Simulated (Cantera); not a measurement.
Mixture: CO : H2 : CH4 : O2 : N2 = 1 : 0.074 : 0.37 : 0.798 : 3 (molar parts), at 900 Torr, adiabatic and at constant pressure. Ignition delay is the time to a rise of 400 K.

Detailed kinetics in Cantera: GRI-Mech 3.0 (53 species, 325 reactions). Below about 1000 K GRI-Mech 3.0 lacks low-temperature oxidation paths. Below about 950 K walls govern HO2 and H2O2 in real vessels.

### Question
Predict: delay at 923 K; delay at 973 K; delay at 1023 K; delay at 1073 K; delay at 1123 K; delay at 1173 K; delay at 1223 K; apparent activation energy between 1123 and 1223 K.

### Answer
```json
{
  "delay at 923 K": "0.148 s",
  "delay at 973 K": "90.8 ms",
  "delay at 1023 K": "59.1 ms",
  "delay at 1073 K": "36.6 ms",
  "delay at 1123 K": "21.7 ms",
  "delay at 1173 K": "12.7 ms",
  "delay at 1223 K": "7.34 ms",
  "apparent activation energy between 1123 and 1223 K": "120 kJ/mol"
}
```
